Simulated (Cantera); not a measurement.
A closed system holds: 1 mol MgO, 0.67 mol H₂S, 9.5 mol CO₂, 0.18 mol O₂, held at 0.133 bar.

These are equilibrium values from Cantera (NASA tables, ideal gas, pure condensed phases), not measurements of a reactor. Candidate condensed phases: C, C₆H₆, C₇H₈, C₈H₁₈, H₂O, H₂SO₄, Mg, MgCO₃, MgO, Mg(OH)₂, MgS, MgSO₄, S; 130 gas species. Gases not in the tables: S₃ to S₇. The numbers say what is thermodynamically allowed, not how fast it happens.

x: gas mole fraction; n: condensed amount in mol.

| T (°C) | x CO₂ | x CO | x SO₂ | x H₂O | x H₂S | x S₂ | n MgCO₃(s) | n MgO(s) |
|---|---|---|---|---|---|---|---|---|
| 327 | 0.920 | 1.00e-5 | 0.000337 | 0.0394 | 0.0332 | 0.00199 | 1.00 | 0 |
| 427 | 0.916 | 0.000142 | 0.00159 | 0.0347 | 0.0301 | 0.0145 | 0 | 1.00 |
| 527 | 0.911 | … | … | … | … | … | 0 | 1.00 |
| 627 | 0.902 | 0.00750 | 0.00157 | 0.0444 | 0.0193 | 0.0190 | 0 | 1.00 |
| 727 | 0.886 | … | … | … | … | 0.0220 | 0 | 1.00 |
| 827 | 0.865 | 0.0365 | 0.00929 | 0.0551 | 0.00634 | 0.0223 | 0 | 1.00 |
| 927 | 0.837 | 0.0595 | 0.0191 | 0.0571 | 0.00332 | 0.0191 | 0 | 1.00 |
| 1027 | 0.802 | 0.0875 | 0.0323 | 0.0576 | 0.00167 | 0.0134 | 0 | 1.00 |
| 1127 | 0.767 | 0.116 | 0.0460 | 0.0576 | 0.000749 | 0.00705 | 0 | 1.00 |
| 1227 | 0.742 | 0.137 | 0.0559 | 0.0576 | 0.000262 | 0.00232 | 0 | 1.00 |
| 1327 | 0.732 | 0.145 | 0.0597 | 0.0579 | 7.06e-5 | 0.000482 | 0 | 1.000 |
| 1427 | 0.729 | 0.147 | 0.0605 | 0.0583 | 1.86e-5 | 9.22e-5 | 0 | 1.000 |

Task: Complete the blanks.

Result: 
- 727, x CO: 0.0194
- 727, x SO₂: 0.00371
- 727, x H₂O: 0.0508
- 727, x H₂S: 0.0117
- 527, x CO: 0.00154
- 527, x SO₂: 0.00117
- 527, x H₂O: 0.0387
- 527, x H₂S: 0.0258
- 527, x S₂: 0.0164
